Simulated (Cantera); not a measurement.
## Ignition delay

Mixture: CO : H2 : CH4 : O2 : N2 : H2O = 1 : 0.11 : 0.04 : 0.577 : 2.17 : 0.17 (molar parts), equivalence ratio 1.1, at 1.01 bar, adiabatic and at constant pressure. Ignition delay is the time to a rise of 400 K.

Cantera simulation using GRI-Mech 3.0 (53 species, 325 reactions); the numbers are that mechanism's predictions, not measurements. Where the delays flatten at high temperature, the 400 K rule measures the pace of heat release, not the induction time.

```tsv
T0 (K)	delay (ms)
1050	0.827
1150	0.241
1250	0.125
1350	0.0822
1450	0.0619
1550	0.0512
1650	0.0458
1750	0.0441
1850	0.0451
1950	0.0481
```
